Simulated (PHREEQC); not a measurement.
A solution holds 3.8 mmol/kgw HF, 8.6 mmol/kgw H2SiF6 and 1.3 mmol/kgw HCl, at 25 °C. Closed to the air; pH follows from the charge balance.

Equilibrium calculation in PHREEQC: ion-association model, phreeqc.dat.

This is a speciation only: nothing precipitates in the calculation.

Task: Order these F species by the share of F that they hold, largest first: F-, SiF6-2, HF.

Result: SiF6-2 (90 %), HF (9.8 %), F- (0.49 %)

The pH is 1.80 and the ionic strength 0.0264 mol/kgw. Saturation is exceeded, for instance for Quartz (slow to form), Chalcedony (slow to form); the values hold only as long as no solid forms. Species that the database lacks are ignored. SiF6-2 is the database's only silicon fluoride.
